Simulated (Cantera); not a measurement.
A Cantera script and its output.

```python
import numpy as np
import cantera as ct

gas = ct.Solution("gri30.yaml")
gas.TPX = 1000, 38000, {'CH4': 1, 'C2H6': 0.047, 'O2': 2.33, 'N2': 8.75, 'H2O': 0.019}
reactor = ct.IdealGasReactor(gas, energy="on", clone=False)
net = ct.ReactorNet([reactor])
net.rtol, net.atol = 1e-08, 1e-16
show = ['CH4', 'C2H6', 'O2', 'C2H4', 'NO']
times = np.geomspace(9e-06, 1, 11)

steps = ct.SolutionArray(gas, extra=["t"])
rows = []
print(f"{'t/s':>10s}{'T/K':>9s}{'P/Pa':>11s}" + "".join(f"{s:>11s}" for s in show))
for t in times:
    while net.time < t:
        t_next = net.step()
        steps.append(gas.state, t=t_next)
    rows.append([np.interp(t, steps.t, y) for y in (steps.T, steps.P, *steps(*show).X.T)])
    print(f"{t:10.3e}{rows[-1][0]:9.1f}{rows[-1][1]:11.4g}" + "".join(f"{x:11.3e}" for x in rows[-1][2:]))
rate = np.gradient(steps.T, steps.t)
print("integrator steps:", len(steps.t))
if steps.T.max() > steps.T[0] + 200:
    print(f"time of steepest temperature rise: {steps.t[rate.argmax()]:.4e} s")
gas.TPX = 1000, 38000, {'CH4': 1, 'C2H6': 0.047, 'O2': 2.33, 'N2': 8.75, 'H2O': 0.019}
gas.equilibrate("UV")
print(f"equilibrium (UV): T = {gas.T:.1f} K  " + "  ".join(f"{s} {gas[s].X[0]:.3e}" for s in show))
```

Output:

```
       t/s      T/K       P/Pa        CH4       C2H6         O2       C2H4         NO
 9.000e-06   1000.0    3.8e+04  8.233e-02  3.870e-03  1.918e-01  1.544e-14  1.918e-28
 2.876e-05   1000.0    3.8e+04  8.233e-02  3.870e-03  1.918e-01  2.576e-13  3.137e-27
 9.192e-05   1000.0    3.8e+04  8.233e-02  3.870e-03  1.918e-01  3.547e-12  3.491e-26
 2.937e-04   1000.0    3.8e+04  8.233e-02  3.870e-03  1.918e-01  3.996e-11  3.572e-25
 9.387e-04   1000.0    3.8e+04  8.233e-02  3.870e-03  1.918e-01  4.159e-10  3.615e-24
 3.000e-03   1000.0    3.8e+04  8.233e-02  3.870e-03  1.918e-01  4.083e-09  3.576e-23
 9.587e-03   1000.0    3.8e+04  8.233e-02  3.870e-03  1.918e-01  3.689e-08  3.475e-22
 3.064e-02   1000.0    3.8e+04  8.233e-02  3.869e-03  1.918e-01  3.380e-07  4.473e-21
 9.791e-02   1000.1  3.801e+04  8.231e-02  3.861e-03  1.918e-01  9.378e-06  1.261e-18
 3.129e-01   1004.5  3.818e+04  8.175e-02  3.736e-03  1.913e-01  2.053e-04  1.128e-16
 1.000e+00   2672.6  1.051e+05  5.704e-16  1.172e-30  2.437e-02  2.194e-24  9.773e-03
integrator steps: 2398
time of steepest temperature rise: 4.6492e-01 s
equilibrium (UV): T = 2672.6 K  CH4 7.605e-16  C2H6 1.935e-30  O2 2.437e-02  C2H4 2.443e-24  NO 9.773e-03
```

Detailed kinetics in Cantera: GRI-Mech 3.0 (53 species, 325 reactions).
